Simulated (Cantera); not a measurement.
## Thermodynamics of carbothermic reduction, feed Fe2O3 + CH4 + CO + C

Input: 1 mol Fe2O3, 4.1 mol CH4, 1.3 mol CO, 2.3 mol C, held at 100000 Pa.

Equilibrium computed with Cantera from the NASA thermochemical tables; the gas is ideal and each condensed phase is pure. Candidate condensed phases: C, C6H6, C7H8, C8H18, Fe, Fe(CO)5, FeO, Fe(OH)2, Fe(OH)3, Fe2O3, Fe3O4, H2O; 114 gas species. Iron dissolves carbon and melts from about 1420 K in contact with it, which pure phases cannot show. Condensed phases not in the tables: cementite and carbon dissolved in iron. Kinetics and transport are ignored.

From 1398 K to 1598 K the condensed part is C(graphite) + Fe(γ). From 1698 K to 1798 K the condensed part is C(graphite) + Fe(δ). From 1898 K to 1998 K the condensed part is C(graphite) + Fe(l). The main Fe-bearing gas is Fe throughout.

```
T (K)   x H2   x CO     x CH4       x H     x H2O  x C2H2 (acetylene)      x Fe  n C(graphite)  n Fe(γ)  n Fe(δ)  n Fe(l)
-----  -----  -----  --------  --------  --------  ------------------  --------  -------------  -------  -------  -------
1398   0.653  0.344   0.00186   3.82e-6  0.000850             1.60e-6   1.46e-8           3.39     2.00        0        0
1498   0.654  0.344   0.00111   1.39e-5  0.000392             5.77e-6   1.44e-7           3.39     2.00        0        0
1598   0.655  0.344  0.000706   4.31e-5  0.000199             1.76e-5   1.06e-6           3.39     2.00        0        0
1698   0.655  0.344  0.000474  0.000117  0.000110             4.72e-5   6.09e-6           3.39        0     2.00        0
1798   0.655  0.344  0.000332  0.000285   6.49e-5            0.000113   2.86e-5           3.39        0     2.00        0
1898   0.655  0.344  0.000242  0.000633   4.05e-5            0.000246  0.000109           3.39        0        0     2.00
1998   0.654  0.344  0.000182   0.00130   2.66e-5            0.000496  0.000357           3.39        0        0     2.00
```
x: gas mole fraction; n: condensed amount in mol.
